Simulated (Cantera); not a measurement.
A closed system holds: 1 mol CaF₂, 0.041 mol HF, 0.34 mol H₂, 0.17 mol O₂, held at 1.33 mbar.

Cantera equilibrium calculation (NASA polynomials, part measured and part estimated; ideal gas, pure solids and liquids). Candidate condensed phases: Ca, CaF₂, CaO, Ca(OH)₂, H₂O; 29 gas species. Mutual solubility and eutectic melting of coexisting phases are not modelled. The numbers say what is thermodynamically allowed, not how fast it happens.

### Question
At 1350 °C, list the 6 most abundant gas species with their mole fractions, and the condensed phases.

### Answer
HF 0.583, H₂O 0.394, CaF₂ 0.0179, H₂ 0.00269, O₂ 0.00121, OH 0.000602. Condensed: CaF₂(s) + CaO(s).
